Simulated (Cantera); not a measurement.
**Adiabatic ignition**

An adiabatic, constant-volume homogeneous reactor starts with CH4 : CO : O2 : N2 = 1 : 0.08 : 1.46 : 5.48 (molar parts), at 1300 K and 720000 Pa.

Cantera simulation using GRI-Mech 3.0 (53 species, 325 reactions); the numbers are that mechanism's predictions, not measurements. Above 3000 K some thermodynamic fits are extrapolated.

```csv
t (s),T (K),P (bar),x CH4,x CO,x O2,x C2H4,x N2O
7.00e-6,1300,7.20,0.125,0.00998,0.182,4.63e-12,<1e-12
1.50e-5,1300,7.20,0.125,0.00997,0.182,6.00e-11,1.19e-12
3.21e-5,1300,7.20,0.125,0.00997,0.182,9.03e-10,4.65e-12
6.88e-5,1300,7.20,0.125,0.00997,0.182,1.58e-8,1.65e-11
0.000147,1300,7.20,0.125,0.00997,0.182,2.04e-7,5.07e-11
0.000316,1301,7.20,0.125,0.00997,0.182,1.21e-6,1.48e-10
0.000676,1303,7.22,0.124,0.00999,0.182,5.78e-6,4.84e-10
0.00145,1313,7.27,0.123,0.0102,0.181,4.77e-5,2.22e-9
0.00310,3006,18.0,1.45e-11,0.0873,0.00118,<1e-12,6.95e-7
0.00665,3006,18.0,1.45e-11,0.0873,0.00118,<1e-12,6.95e-7
0.0142,3006,18.0,1.45e-11,0.0873,0.00118,<1e-12,6.95e-7
0.0305,3006,18.0,1.45e-11,0.0873,0.00118,<1e-12,6.95e-7
0.0654,3006,18.0,1.45e-11,0.0873,0.00118,<1e-12,6.95e-7
0.140,3006,18.0,1.45e-11,0.0873,0.00118,<1e-12,6.95e-7
0.300,3006,18.0,1.45e-11,0.0873,0.00118,<1e-12,6.95e-7
```
x: mole fraction; the columns are a selection and need not sum to one.

The time of steepest temperature rise comes out as 2.47 ms and the temperature at 0.300 s comes out as 3006 K. The equilibrium temperature is 3006 K. The x(CH4) at 0.300 s is 1.45e-11 (gas-phase equilibrium 1.68e-11) and the x(CO) at 0.300 s is 0.0873 (gas-phase equilibrium 0.0873). The x(O2) at 0.300 s comes out as 0.00118 (gas-phase equilibrium 0.00118).
